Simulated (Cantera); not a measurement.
A Cantera script and its output.

```python
import numpy as np
import cantera as ct

gas = ct.Solution("h2o2.yaml")
gas.TPX = 1050, 15000, {'H2': 0.43, 'O2': 1, 'N2': 14}
reactor = ct.IdealGasConstPressureReactor(gas, energy="off", clone=False)
net = ct.ReactorNet([reactor])
net.rtol, net.atol = 1e-08, 1e-18
show = ['H2', 'O2', 'HO2', 'H2O2', 'H2O']
times = np.geomspace(2e-05, 200, 14)

steps = ct.SolutionArray(gas, extra=["t"])
rows = []
print(f"{'t/s':>10s}{'T/K':>9s}{'P/Pa':>11s}" + "".join(f"{s:>11s}" for s in show))
for t in times:
    while net.time < t:
        t_next = net.step()
        steps.append(gas.state, t=t_next)
    rows.append([np.interp(t, steps.t, y) for y in (steps.T, steps.P, *steps(*show).X.T)])
    print(f"{t:10.3e}{rows[-1][0]:9.1f}{rows[-1][1]:11.4g}" + "".join(f"{x:11.3e}" for x in rows[-1][2:]))
rate = np.gradient(steps.T, steps.t)
print("integrator steps:", len(steps.t))
if steps.T.max() > steps.T[0] + 200:
    print(f"time of steepest temperature rise: {steps.t[rate.argmax()]:.4e} s")
gas.TPX = 1050, 15000, {'H2': 0.43, 'O2': 1, 'N2': 14}
gas.equilibrate("TP")
print(f"equilibrium (TP): T = {gas.T:.1f} K  " + "  ".join(f"{s} {gas[s].X[0]:.3e}" for s in show))
```

Output:

```
       t/s      T/K       P/Pa         H2         O2        HO2       H2O2        H2O
 2.000e-05   1050.0    1.5e+04  2.787e-02  6.481e-02  1.462e-11  8.414e-16  4.143e-13
 6.910e-05   1050.0    1.5e+04  2.787e-02  6.481e-02  5.157e-11  1.017e-14  1.085e-11
 2.388e-04   1050.0    1.5e+04  2.787e-02  6.481e-02  1.985e-10  1.286e-13  2.911e-10
 8.249e-04   1050.0    1.5e+04  2.787e-02  6.481e-02  4.700e-09  4.326e-12  5.323e-08
 2.850e-03   1050.0    1.5e+04  6.232e-03  5.454e-02  5.180e-06  3.735e-07  1.743e-02
 9.848e-03   1050.0    1.5e+04  1.705e-04  5.155e-02  3.152e-06  3.138e-07  2.797e-02
 3.403e-02   1050.0    1.5e+04  1.313e-05  5.159e-02  6.641e-07  1.092e-07  2.823e-02
 1.176e-01   1050.0    1.5e+04  1.057e-06  5.159e-02  9.531e-08  2.407e-08  2.826e-02
 4.062e-01   1050.0    1.5e+04  8.923e-08  5.159e-02  1.567e-08  5.042e-09  2.826e-02
 1.403e+00   1050.0    1.5e+04  1.345e-08  5.159e-02  3.413e-09  1.217e-09  2.826e-02
 4.849e+00   1050.0    1.5e+04  3.058e-09  5.159e-02  9.019e-10  3.277e-10  2.826e-02
 1.675e+01   1050.0    1.5e+04  8.096e-10  5.159e-02  3.131e-10  9.347e-11  2.826e-02
 5.789e+01   1050.0    1.5e+04  2.481e-10  5.159e-02  2.077e-10  2.918e-11  2.826e-02
 2.000e+02   1050.0    1.5e+04  1.254e-10  5.159e-02  2.256e-10  1.401e-11  2.826e-02
integrator steps: 1963
equilibrium (TP): T = 1050.0 K  H2 1.170e-10  O2 5.159e-02  HO2 2.303e-10  H2O2 1.289e-11  H2O 2.826e-02
```

Detailed kinetics in Cantera: the H2/O2 subset of GRI-Mech 3.0, which has no nitrogen chemistry.
